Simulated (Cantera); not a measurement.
What does this Cantera script print?

```python
import numpy as np
import cantera as ct

surf = ct.Interface("ptcombust.yaml", "Pt_surf")
gas = surf.adjacent["gas"]
gas.TPX = 300, 4200, {'CH4': 0.066, 'O2': 0.15, 'N2': 0.79}
jet = ct.ImpingingJet(gas=gas, width=0.081, surface=surf)
jet.inlet.mdot, jet.inlet.T, jet.inlet.X = 0.19, 300, {'CH4': 0.066, 'O2': 0.15, 'N2': 0.79}
jet.set_refine_criteria(ratio=10, slope=0.2, curve=0.3)
show, cover = ['CH4', 'O2', 'H2O', 'OH', 'CO', 'CO2'], ["PT(S)", "H(S)", "O(S)", "OH(S)", "CO(S)", "C(S)"]

rows = []
print(f"{'Ts/K':>7s}" + "".join(f"{s:>11s}" for s in show + cover) + "   (gas at the wall, coverages)")
for i, Ts in enumerate([850, 900, 950, 1000, 1050, 1100, 1150]):
    jet.surface.T = Ts
    if i == 0:
        surf.TP = Ts, 4200
        surf.coverages = "PT(S):0.5, O(S):0.5"
        surf.advance_coverages(1.0)
        jet.set_initial_guess(products="inlet")
    jet.solve(loglevel=0, auto=(i == 0))
    rows.append([*(jet.X[gas.species_index(s), -1] for s in show), *surf[cover].coverages])
    print(f"{Ts:7g}" + "".join(f"{x:11.3e}" for x in rows[-1]))
```

Output:

```
   Ts/K        CH4         O2        H2O         OH         CO        CO2      PT(S)       H(S)       O(S)      OH(S)      CO(S)       C(S)   (gas at the wall, coverages)
    850  5.857e-02  1.339e-01  1.333e-02  9.762e-09  1.688e-05  8.712e-03  1.691e-01  2.163e-08  8.301e-01  7.476e-04  1.955e-05  4.998e-08
    900  5.188e-02  1.195e-01  2.589e-02  4.186e-08  2.182e-05  1.699e-02  2.417e-01  7.400e-08  7.573e-01  9.468e-04  1.838e-05  6.544e-08
    950  4.381e-02  1.021e-01  4.095e-02  1.380e-07  2.616e-05  2.698e-02  3.223e-01  2.017e-07  6.767e-01  1.059e-03  1.566e-05  7.497e-08
   1000  3.592e-02  8.533e-02  5.552e-02  3.959e-07  3.004e-05  3.671e-02  4.066e-01  4.608e-07  5.923e-01  1.078e-03  1.256e-05  7.853e-08
   1050  2.927e-02  7.123e-02  6.771e-02  9.794e-07  3.401e-05  4.489e-02  4.909e-01  9.221e-07  5.081e-01  1.024e-03  9.839e-06  7.835e-08
   1100  2.418e-02  6.050e-02  7.694e-02  2.154e-06  3.887e-05  5.112e-02  5.708e-01  1.663e-06  4.283e-01  9.279e-04  7.717e-06  7.654e-08
   1150  2.043e-02  5.265e-02  8.367e-02  4.309e-06  4.535e-05  5.567e-02  6.445e-01  2.783e-06  3.547e-01  8.136e-04  6.177e-06  7.488e-08
```

Detailed kinetics in Cantera: Deutschmann's 1995 Pt surface mechanism with GRI-Mech 3.0 gas chemistry. Catalytic surfaces can have several steady states; this one follows from the mechanism file's or the stated starting coverage.
